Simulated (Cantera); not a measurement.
Feed: 1 mol Si, 1.2 mol CO2, 140 mol N2.

Cantera equilibrium calculation (NASA polynomials, part measured and part estimated; ideal gas, pure solids and liquids). Candidate condensed phases: C, Si, SiC, SiO2, Si2N2O, Si3N4; 34 gas species. Mutual solubility and eutectic melting of coexisting phases are not modelled. The tables hold silica as quartz up to 1696 K and as liquid above; real silica turns to tridymite and cristobalite and melts near 1996 K. Rates play no part.

Question: What condenses at these points (T in K, P in Pa): (2023, 370); (1998, 370); (1823, 500000); (1848, 61); (1873, 3000000); (1848, 370)?

Answer: 
```
T (K)  P in Pa  condensed phases  Si condensed (%)
-----  -------  ----------------  ----------------
2023       370          gas only               0.0
1998       370          gas only               0.0
1823    500000     SiO2 + Si2N2O              95.7
1848        61          gas only               0.0
1873   3000000     SiO2 + Si2N2O              99.1
1848       370              SiO2              13.1
```
